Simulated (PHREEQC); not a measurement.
0.025 g of hydrous ferric oxide (600 m²/g; 0.2 weak and 0.005 strong sites per Fe, Dzombak-Morel constants, diffuse double layer) in 1 kg of water with 0.05 mol/kgw of an inert sodium salt, at 25 °C; the pH is set by adding NaOH or the inert anion's acid. O2 is buffered at 0.21 atm. CO2 from the air is kept out. No solid was allowed to form.

Base run: PHREEQC, ion-association model, wateq4f.dat. Each further column changes one thing. The table gives surface potential ψ (mV).

```tsv
pH	base	background salt from 0.05 to 0.005 mol/kgw	oxide from 0.025 to 0.12 g/kgw	5.8e-06 mol/kgw Ag2SO4 added
3	169	___	169	159
3.67	165	203	165	155
4.33	153	183	153	___
5	135	158	135	128
5.67	112	___	112	___
6.33	86	97	86	___
7	56	62	56	55
7.67	22	___	22	22
8.33	-11	-12	-11	-11
9	-45	-50	-45	-45
9.67	-76	___	-76	-75
10.33	-104	-119	-104	-101
11	-128	-148	-128	-123
```

### Question
Complete the blanks.

### Answer

- 3, background salt from 0.05 to 0.005 mol/kgw: 215
- 4.33, 5.8e-06 mol/kgw Ag2SO4 added: 144
- 5.67, background salt from 0.05 to 0.005 mol/kgw: 129
- 5.67, 5.8e-06 mol/kgw Ag2SO4 added: 108
- 6.33, 5.8e-06 mol/kgw Ag2SO4 added: 84
- 7.67, background salt from 0.05 to 0.005 mol/kgw: 25
- 9.67, background salt from 0.05 to 0.005 mol/kgw: -86

The oxide is taken as insoluble; below pH 4 it would dissolve.
